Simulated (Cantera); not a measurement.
A Cantera script and what it prints.

```python
import numpy as np
import cantera as ct

gas_names = [...]  # 113 gases of nasa_gas.yaml made of C, H, O, Ti
cond_names = """
    C(gr) C6H6(L) C7H8(L) C8H18(L),n-octa H2O(s) H2O(L) Ti(a) Ti(b) Ti(L) TiC(s) TiC(L) TiO(a) TiO(b)
    TiO(L) TiO2(ru) TiO2(L) Ti2O3(a) Ti2O3(b) Ti2O3(L) Ti3O5(a) Ti3O5(b) Ti3O5(L) Ti4O7(s) Ti4O7(L)
""".split()


# ... load() reads the species with a 1 bar reference pressure and builds the phases ...
atoms = {
    'Ti(OiPr)4': {'Ti': 1, 'C': 12, 'H': 28, 'O': 4},
    'O2': {'O': 2},
    'H2': {'H': 2},
}
top_T = {'C(gr)': 4500}  # K; cautious upper limits of use, not melting points


# ... equilibrate(T, P, feed) seeds the gas with the atoms and calls Mixture.equilibrate('TP', solver="vcs", rtol=1e-11, max_steps=5000) ...
results = []
feed = {'Ti(OiPr)4': 1, 'O2': 0.078, 'H2': 99}  # mol
P = 4900  # Pa
for T in [1098, 1173, 1248, 1323, 1398, 1473, 1548, 1623, 1698, 1773, 1848, 1923, 1998]:
    mix = equilibrate(T, P, feed)
    results.append((T, P, feed, dict(zip(mix.species_names, mix.species_moles))))

top = {s: max(r[3][s] / sum(r[3][g] for g in gas_names) for r in results) for s in gas_names}
cols = sorted((s for s in top if top[s] > 1e-06), key=lambda s: -top[s])[:7]
seen = [c for c in cond_names if any(r[3].get(c, 0) > 1e-12 for r in results)]
print("log10 of partial pressures in bar; condensed amounts in mol")
print(f"{'T/K':>10s}" + "".join(f"{s[:9]:>10s}" for s in cols + seen))
for T, P, feed, n in results:
    ng = sum(n[g] for g in gas_names)
    print(f"{T:10.4g}" + "".join(f"{np.log10(max(n[s] / ng * P / 1e5, 1e-99)):10.3f}" for s in cols)
          + "".join(f"{n.get(c, 0):10.4g}" for c in seen))
```

Result:

```
log10 of partial pressures in bar; condensed amounts in mol
       T/K        H2        CO         H       CH4 C2H2,acet       H2O       CH3     C(gr)    TiC(s)  Ti3O5(b)  Ti4O7(s)
      1098    -1.320    -2.992    -8.267    -4.077    -9.215    -5.348    -9.762     9.408         0         0      0.25
      1173    -1.320    -2.977    -7.588    -4.350    -8.533    -5.746    -9.343      9.41         0    0.3333         0
      1248    -1.326    -2.760    -6.994    -4.604    -7.939    -5.899    -8.985     6.788         1         0         0
      1323    -1.326    -2.760    -6.463    -4.819    -7.409    -6.220    -8.660     6.809         1         0         0
      1398    -1.326    -2.760    -5.988    -5.011    -6.936    -6.507    -8.372     6.821         1         0         0
      1473    -1.326    -2.760    -5.561    -5.183    -6.512    -6.764    -8.113     6.827         1         0         0
      1548    -1.326    -2.760    -5.174    -5.339    -6.130    -6.996    -7.880      6.83         1         0         0
      1623    -1.326    -2.760    -4.823    -5.480    -5.783    -7.206    -7.669     6.828         1         0         0
      1698    -1.326    -2.760    -4.503    -5.609    -5.468    -7.397    -7.477     6.822         1         0         0
      1773    -1.326    -2.760    -4.209    -5.726    -5.180    -7.572    -7.303     6.808         1         0         0
      1848    -1.327    -2.760    -3.939    -5.835    -4.916    -7.733    -7.143     6.782         1         0         0
      1923    -1.328    -2.761    -3.690    -5.935    -4.673    -7.881    -6.996     6.739         1         0         0
      1998    -1.329    -2.761    -3.459    -6.028    -4.449    -8.018    -6.861     6.671         1         0         0
```

Equilibrium computed with Cantera from the NASA thermochemical tables; the gas is ideal and each condensed phase is pure. The feed counts by its element totals alone. TiC: taken at fixed stoichiometry. Condensed phases not in the tables: Magnéli phases beyond Ti4O7.
